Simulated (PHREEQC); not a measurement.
A solution holds 0.75 mol MgCl2 and 0.049 mol SrCl2 per kg of water, at 20 °C. Closed to the air; pH follows from the charge balance.

The numbers come from PHREEQC with the Pitzer model, pitzer.dat.

**Question.** The ionic strength comes out as 2.40 mol/kgw. What activity coefficients do Sr+2, Mg+2, Cl- get?

**Answer.** Sr+2 0.36, Mg+2 0.45, Cl- 0.57. Single-ion values are on the MacInnes scale.

No solid was allowed to form.
